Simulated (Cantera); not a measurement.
## Ammonia decomposition in nitride growth gas

An isothermal, constant-pressure homogeneous reactor starts with 37.0 % NH3, 63.0 % N2, at 2050 K and 71.3 Torr.

Cantera simulation using the gas-phase N/H chemistry of the illustrative SiF4/NH3 mechanism in the Surface Chemkin manual (1991); the numbers are that mechanism's predictions, not measurements. Walls and surfaces, which speed up NH3 decomposition in real reactors, are not modelled.

```csv
t (s),x NH3,x H,x NH2,x N2H4,x N2,x H2,x N
3.00e-6,0.370,6.64e-7,3.14e-6,<1e-12,0.630,1.24e-6,<1e-12
1.33e-5,0.370,7.13e-7,1.62e-5,7.00e-12,0.630,7.73e-6,<1e-12
5.91e-5,0.370,7.17e-7,7.41e-5,1.59e-10,0.630,3.68e-5,2.94e-11
0.000262,0.370,8.38e-7,0.000326,3.13e-9,0.630,0.000173,2.53e-9
0.00116,0.368,3.13e-6,0.00107,3.38e-8,0.629,0.00137,3.13e-8
0.00516,0.360,1.41e-5,0.00117,4.03e-8,0.628,0.0109,1.78e-7
0.0229,0.323,5.28e-5,0.000954,2.70e-8,0.625,0.0510,6.79e-7
0.102,0.207,0.000186,0.000638,1.20e-8,0.614,0.178,1.30e-6
0.451,0.0409,0.000605,0.000203,1.22e-9,0.598,0.360,1.49e-6
2.00,4.77e-5,0.00438,1.54e-6,<1e-12,0.593,0.402,5.08e-7
```
x: mole fraction; the columns are a selection and need not sum to one.

Equilibrium at this temperature and pressure: NH3 3.45e-7, H 0.00470, NH2 1.19e-8, N2H4 <1e-12, N2 0.593, H2 0.402, N 4.54e-9 (gas phase only).
